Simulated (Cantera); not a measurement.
A freely propagating, adiabatic, planar premixed flame of CH₄ : C₂H₆ : C₃H₈ : O₂ : N₂ = 1 : 0.031 : 0.39 : 5.07 : 19.1 (molar parts), equivalence ratio 0.80, unburnt at 525 K and 2.00 bar; mixture-averaged transport, grid criteria slope 0.08 and curve 0.16, no radiation.

Computed with Cantera and GRI-Mech 3.0 (53 species, 325 reactions). GRI-Mech 3.0 was tuned for natural gas; its chemistry of propane as a main component is partial and can be far from experiment. Burning velocities carry a grid error of a few per cent, more on coarse grids.

What does this change do: O2 5.07 to 3.9 parts?


```csv
quantity,before,after
laminar burning velocity,74.6 cm/s,58.7 cm/s
thermal thickness,0.206 mm,0.249 mm
peak x(H₂),0.0105,0.0162
peak x(CH₂),2.63e-5,3.39e-5
peak x(CH₂O),0.00151,0.00126
```
